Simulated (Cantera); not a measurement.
Charge: 1 mol Cr, 7.2 mol NH₃, a varied amount of H₂O, equilibrated at 823.15 K and 0.0218 Torr.

These are equilibrium values from Cantera (NASA tables, ideal gas, pure condensed phases), not measurements of a reactor. Candidate condensed phases: Cr, CrN, Cr₂N, Cr₂O₃, H₂O; 29 gas species. Kinetics and transport are ignored.

Problem. Which condensed phases are stable at each of these points (n(H₂O) (mol)): 0.017, 0.034, 0.067, 0.13, 0.26, 0.51, 1, 2, 3.9, 7.6?

Solution. 
```csv
n(H₂O) (mol),condensed phases,Cr condensed (%)
0.017,CrN(s) + Cr₂O₃(s),100.0
0.034,CrN(s) + Cr₂O₃(s),100.0
0.067,CrN(s) + Cr₂O₃(s),100.0
0.13,CrN(s) + Cr₂O₃(s),100.0
0.26,CrN(s) + Cr₂O₃(s),100.0
0.51,CrN(s) + Cr₂O₃(s),100.0
1,CrN(s) + Cr₂O₃(s),100.0
2,Cr₂O₃(s),100.0
3.9,Cr₂O₃(s),100.0
7.6,Cr₂O₃(s),100.0
```

From 0.017 mol H₂O to 1 mol H₂O the condensed part is CrN(s) + Cr₂O₃(s). From 2 mol H₂O to 7.6 mol H₂O the condensed part is Cr₂O₃(s).
